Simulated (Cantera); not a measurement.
An adiabatic, constant-pressure homogeneous reactor starts with 17.0 % CO, 14.7 % H2, 18.7 % O2, 49.6 % N2, equivalence ratio 0.85, at 1700 K and 1.10 bar.

Detailed kinetics in Cantera: GRI-Mech 3.0 (53 species, 325 reactions).

One state of this run: T (K) = 2892; x CO = 0.0867; x H2 = 0.0148; x O2 = 0.0594; x NO = 0.0183; x HO2 = 1.52e-5; x H2O = 0.123; x CO2 = 0.100. x: mole fraction; the columns are a selection and need not sum to one.

### Question
Which value of t (s) does it belong to?
A. 0.503
B. 1.59e-5
C. 5.64e-6
D. 2.00e-6

### Answer
A, 0.503
